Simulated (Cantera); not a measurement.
An isothermal, constant-pressure homogeneous reactor starts with C₂H₆ : H₂ : H₂O = 1 : 2 : 0.1 (molar parts), at 1900 K and 10.00 Torr.

Detailed kinetics in Cantera: GRI-Mech 3.0 (53 species, 325 reactions). GRI-Mech 3.0 stops at C3 and has no aromatics, soot or wall deposition, so with more carbon than oxygen in the feed, carbon stays in small species such as C2H2 where larger ones or solid carbon would form. Radical loss at walls, strong at low pressure, is not modelled.

x: mole fraction; the columns are a selection and need not sum to one.

| t (s) | x C₂H₆ | x H₂ | x C₂H₂ | x C₂H₄ | x CH₄ |
|---|---|---|---|---|---|
| 2.00e-6 | 0.315 | 0.641 | 7.26e-10 | 7.47e-6 | 0.000288 |
| 5.79e-6 | 0.300 | 0.634 | 7.40e-8 | 0.000222 | 0.00225 |
| 1.68e-5 | 0.251 | 0.617 | 1.45e-5 | 0.00510 | 0.0154 |
| 4.85e-5 | 0.119 | 0.578 | 0.00170 | 0.0398 | 0.0802 |
| 0.000140 | 0.00626 | 0.559 | 0.0368 | 0.0616 | 0.185 |
| 0.000406 | … | 0.620 | … | … | 0.175 |
| 0.00118 | 0.000204 | 0.662 | 0.134 | 0.0116 | 0.146 |
| 0.00340 | … | 0.692 | 0.153 | … | … |
| 0.00985 | 3.04e-5 | 0.719 | 0.166 | 0.00156 | 0.0830 |
| 0.0285 | 1.00e-5 | 0.748 | 0.179 | 0.000514 | 0.0455 |
| 0.0825 | 1.77e-6 | 0.770 | 0.188 | 0.000113 | 0.0169 |
| 0.239 | 2.28e-7 | 0.782 | 0.188 | 3.74e-5 | 0.00516 |
| 0.691 | 4.83e-8 | 0.789 | 0.184 | 2.67e-5 | 0.00218 |
| 2.00 | 2.48e-9 | 0.792 | 0.182 | 2.34e-5 | 0.000467 |

Task: Some entries are withheld; supply them.

Result: 
- 0.000406, x C₂H₆: 0.000627
- 0.000406, x C₂H₂: 0.0987
- 0.000406, x C₂H₄: 0.0305
- 0.00340, x C₂H₆: 7.44e-5
- 0.00340, x C₂H₄: 0.00399
- 0.00340, x CH₄: 0.117
